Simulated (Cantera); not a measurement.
Charge: 1 mol FeS2, 1.8 mol H2, at 75.0 Torr.

Equilibrium computed with Cantera from the NASA thermochemical tables; the gas is ideal and each condensed phase is pure. Candidate condensed phases: Fe, FeS, FeS2, S; 8 gas species. FeS: taken at fixed stoichiometry. Gases not in the tables: S3 to S7. Equilibrium is a limit: real reactors are often held back by kinetics, nucleation or transport. All values below are at 675 °C.

Base state: H2S 0.555, H2 0.445, S2 0.000258 (mole fractions); condensed: FeS(s).

Q: What changes in the equilibrium state with this change: FeS2 replaced by SiO2?

A: 
| species | before | after |
|---|---|---|
| H2 | 0.445 | 1.00 |
| H2S | 0.555 | 0 |
| S2 | 0.000258 | 0 |
| FeS(s), mol | 1.00 | 0 |
| SiO2(β-quartz), mol | 0 | 1.00 |
Further candidate phases: H2O, Si, SiO2.
